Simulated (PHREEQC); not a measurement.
Make-up at 18 °C: 23 mmol/kgw H2S, 8.7 mmol/kgw NaCl and 26 mmol/kgw ZnCl2. It is in equilibrium with CO2 at log p = -1 (atm). Otherwise closed; pH follows from the charge balance.

All values are PHREEQC results (ion-association model, phreeqc.dat), not measurements.

Precipitation was switched off in this run.

Question: What pH, density, ionic strength does the model give?

Answer: pH 1.84; density 1.003 g/cm³; ionic strength 0.0764 mol/kgw.

Question: In which forms is S present?

Answer: Zn(HS)2 74 %, H2S 26 % of the S.

Saturation is exceeded, for instance for Sphalerite (slow to form); the values hold only as long as no solid forms.
